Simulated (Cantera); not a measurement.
Thermodynamics of fluorocarbon and chlorocarbon gases, feed CHF₃ + H₂

A closed system holds: 1 mol CHF₃, 0.52 mol H₂.

These are equilibrium values from Cantera (NASA tables, ideal gas, pure condensed phases), not measurements of a reactor. Candidate condensed phases: C, C₆H₆, C₇H₈, C₈H₁₈; 95 gas species. Equilibrium is a limit: real reactors are often held back by kinetics, nucleation or transport.

Q: Map the stable condensed phases over T = 873, 1023, 1173, 1323, 1473, 1623, 1773, 1923, 2073, 2223, 2373, 2523, 2673 K and P in Pa = 1, 4.2, 18, 75, 320, 1300, 5600, 24000, 100000.

A: 
```
T in K \ P in Pa
              1    4.2     18     75    320   1300   5600  24000 100000
   2673       A      A      B      B      B      B      B      B      B
   2523       A      B      B      B      B      B      B      B      B
   2373       B      B      B      B      B      B      B      B      B
   2223       B      B      B      B      B      B      B      B      B
   2073       B      B      B      B      B      B      B      B      B
   1923       B      B      B      B      B      B      B      B      B
   1773       B      B      B      B      B      B      B      B      B
   1623       B      B      B      B      B      B      B      B      B
   1473       B      B      B      B      B      B      B      B      B
   1323       B      B      B      B      B      B      B      B      B
   1173       B      B      B      B      B      B      B      B      B
   1023       B      B      B      B      B      B      B      B      B
    873       B      B      B      B      B      B      B      B      B
```
A: gas only; B: C.
